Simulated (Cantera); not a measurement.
**Equilibrium for fluorocarbon and chlorocarbon gases: CH3Cl + F2**

Feed: 1 mol CH3Cl, a varied amount of F2, held at 1700 K and 13300 Pa.

Equilibrium computed with Cantera from the NASA thermochemical tables; the gas is ideal and each condensed phase is pure. Candidate condensed phases: C, C6H6, C7H8, C8H18; 118 gas species. Gases not in the tables: C2F6 and larger saturated fluorocarbons. The numbers say what is thermodynamically allowed, not how fast it happens.

```
n(F2) (mol)  log p HF  log p HCl  log p H2  log p Cl  log p Cl2  log p CF4  log p CClF3  n C(graphite)
-----------  --------  ---------  --------  --------  ---------  ---------  -----------  -------------
0.15            -1.73      -1.21     -1.28     -4.51      -7.59       <-12         <-12          1.000
0.28            -1.48      -1.23     -1.38     -4.49      -7.54       <-12         <-12          1.000
0.41            -1.34      -1.26     -1.49     -4.46      -7.48       <-12         <-12          1.000
0.53            -1.25      -1.28     -1.61     -4.42      -7.40       <-12         <-12          1.000
0.66            -1.18      -1.30     -1.77     -4.36      -7.28       <-12         <-12          1.000
0.79            -1.12      -1.32     -2.00     -4.26      -7.09       <-12         <-12          1.000
0.92            -1.08      -1.34     -2.43     -4.07      -6.70       <-12         <-12          1.000
1               -1.05      -1.36     -3.73     -3.43      -5.43     -10.48       -11.45          1.000
1.2             -1.02      -1.60     -7.07     -2.01      -2.58      -3.66        -4.91          0.994
1.3             -1.01      -1.70     -7.41     -1.94      -2.44      -2.97        -4.32          0.971
```
log p: log10 of the partial pressure in bar; n: condensed amount in mol.

From 0.15 mol F2 to 1.3 mol F2 the condensed part is C(graphite). The main C-bearing gas is C2H2 (acetylene) at 0.15 mol F2 and CF4 at 1.3 mol F2.
